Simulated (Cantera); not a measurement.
Fluorocarbon and chlorocarbon gases: CCl4 + HCl

A closed system holds: 1 mol CCl4, 0.16 mol HCl.

Equilibrium computed with Cantera from the NASA thermochemical tables; the gas is ideal and each condensed phase is pure. Candidate condensed phases: C, C6H6, C7H8, C8H18; 91 gas species. The numbers say what is thermodynamically allowed, not how fast it happens.

Stable condensed phases:

```
T in K \ P in Pa
              1    4.2     18     75    320   1300   5600  24000 100000
   3223       A      A      A      A      A      A      B      B      B
   3173       A      A      A      A      A      A      B      B      B
   3123       A      A      A      A      A      A      B      B      B
   3073       A      A      A      A      A      B      B      B      B
   3023       A      A      A      A      A      B      B      B      B
   2973       A      A      A      A      A      B      B      B      B
   2923       A      A      A      A      B      B      B      B      B
   2873       A      A      A      A      B      B      B      B      B
   2823       A      A      A      B      B      B      B      B      B
   2773       A      A      A      B      B      B      B      B      B
   2723       A      A      A      B      B      B      B      B      B
   2673       A      A      B      B      B      B      B      B      B
   2623       A      A      B      B      B      B      B      B      B
   2573       A      B      B      B      B      B      B      B      B
```

A: gas only; B: C.
